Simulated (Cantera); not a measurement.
Charge: 1 mol (CH₃)₂SiCl₂, 0.024 mol HCl, 36 mol H₂, equilibrated at 2523 K.

Method: chemical equilibrium by Gibbs-energy minimisation in Cantera with the NASA 1993 tables (ideal gas, pure condensed phases). Candidate condensed phases: C, C₆H₆, C₇H₈, C₈H₁₈, Si, SiC; 109 gas species. The feed counts by its element totals alone. Gases not in the tables: Si₂H₆ and higher silanes. Rates play no part.

Task: Which condensed phases are stable at each of these points (P (Pa)): 100, 220, 460, 1000, 2200, 4600, 10000, 22000, 46000, 100000?

Result: 
```json
[
 {"P (Pa)": "100", "condensed phases": "C(graphite)", "Si condensed (%)": "0.0"},
 {"P (Pa)": "220", "condensed phases": "C(graphite)", "Si condensed (%)": "0.0"},
 {"P (Pa)": "460", "condensed phases": "C(graphite)", "Si condensed (%)": "0.0"},
 {"P (Pa)": "1000", "condensed phases": "C(graphite)", "Si condensed (%)": "0.0"},
 {"P (Pa)": "2200", "condensed phases": "C(graphite)", "Si condensed (%)": "0.0"},
 {"P (Pa)": "4600", "condensed phases": "C(graphite)", "Si condensed (%)": "0.0"},
 {"P (Pa)": "10000", "condensed phases": "C(graphite)", "Si condensed (%)": "0.0"},
 {"P (Pa)": "22000", "condensed phases": "C(graphite) + SiC(s)", "Si condensed (%)": "47.2"},
 {"P (Pa)": "46000", "condensed phases": "C(graphite) + SiC(s)", "Si condensed (%)": "71.4"},
 {"P (Pa)": "100000", "condensed phases": "C(graphite) + SiC(s)", "Si condensed (%)": "83.6"}
]
```

From 0.750 Torr to 75.0 Torr the condensed part is C(graphite). From 165 Torr to 750 Torr the condensed part is C(graphite) + SiC(s).
